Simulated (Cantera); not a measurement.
Chlorosilane synthesis and conversion: Si + HCl + H2 + Cl2

Charge: 1 mol Si, 0.6 mol HCl, 7.9 mol H2, 1.8 mol Cl2, equilibrated at 3680 Torr.

These are equilibrium values from Cantera (NASA tables, ideal gas, pure condensed phases), not measurements of a reactor. Candidate condensed phases: Si; 19 gas species. The tables' values for SiCl3 are old estimates; treat these amounts as uncertain. Kinetics and transport are ignored.

```tsv
T (K)	log p H2	log p HCl	log p SiCl4	log p SiCl2	log p SiHCl3	log p SiCl3
1098	0.62	-0.65	-0.39	-3.53	-0.96	-2.53
1148	0.62	-0.60	-0.41	-3.03	-0.89	-2.24
1198	0.61	-0.55	-0.44	-2.59	-0.84	-1.99
1248	0.61	-0.51	-0.47	-2.20	-0.81	-1.77
1298	0.61	-0.46	-0.51	-1.86	-0.79	-1.58
1348	0.60	-0.41	-0.55	-1.57	-0.79	-1.41
1398	0.60	-0.36	-0.61	-1.33	-0.80	-1.28
1448	0.59	-0.31	-0.67	-1.13	-0.84	-1.18
1498	0.58	-0.25	-0.74	-0.96	-0.89	-1.10
1548	0.58	-0.21	-0.83	-0.83	-0.96	-1.05
1598	0.57	-0.16	-0.94	-0.72	-1.05	-1.03
```
log p: log10 of the partial pressure in bar; nothing condenses.

From 1098 K to 1598 K nothing is condensed. The main Si-bearing gas is SiCl4 at 1098 K and SiCl2 at 1598 K.
